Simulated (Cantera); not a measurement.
What does this Cantera script print?

```python
import numpy as np
import cantera as ct

gas_names = """
    H B2O2 OH
""".split()
cond_names = """
    B(b) B(L)
""".split()


# ... load() reads the species with a 1 bar reference pressure and builds the phases ...
species = {s.name: s for s in load("nasa_gas.yaml", gas_names) + load("nasa_condensed.yaml", cond_names)}
# Each term lists the table entries of one substance; the one whose range holds T is used.
reactions = {
    '2 H(g) + B2O2(g) = 2 B + 2 OH(g)':
        [(-2, ['H']), (-1, ['B2O2']), (2, ['B(b)', 'B(L)']), (2, ['OH'])],
}


def pick(names, T):
    return next(species[n] for n in names if species[n].thermo.min_temp <= T <= species[n].thermo.max_temp)


results = []
for label, terms in reactions.items():
    print(label)
    print("     T/K   dH/kJ  dS/(J/K)   dG/kJ   log10 K")
    for T in [525, 625, 725, 825, 925, 1025, 1125]:
        used = [(nu, pick(names, T)) for nu, names in terms]
        dH = sum(nu * s.thermo.h(T) for nu, s in used) / 1e6
        dS = sum(nu * s.thermo.s(T) for nu, s in used) / 1e3
        dG = dH - T * dS / 1e3
        logK = -dG * 1e6 / (ct.gas_constant * T * np.log(10))
        results.append((label, T, dH, dS, dG, logK, [s.name for _, s in used]))
        print(f"{T:8g} {dH:8.1f} {dS:8.1f} {dG:8.1f} {logK:8.2f}")
```

Output:

```
2 H(g) + B2O2(g) = 2 B + 2 OH(g)
     T/K   dH/kJ  dS/(J/K)   dG/kJ   log10 K
     525     95.6   -100.9    148.6   -14.78
     625     94.5   -102.8    158.7   -13.27
     725     93.5   -104.3    169.1   -12.18
     825     92.5   -105.6    179.6   -11.37
     925     91.6   -106.6    190.2   -10.74
    1025     90.8   -107.5    200.9   -10.24
    1125     90.0   -108.1    211.7    -9.83
```

Source: NASA polynomial tables (part measured, part estimated), evaluated in Cantera. Condensed species are held in their standard states even where they would react or evaporate.
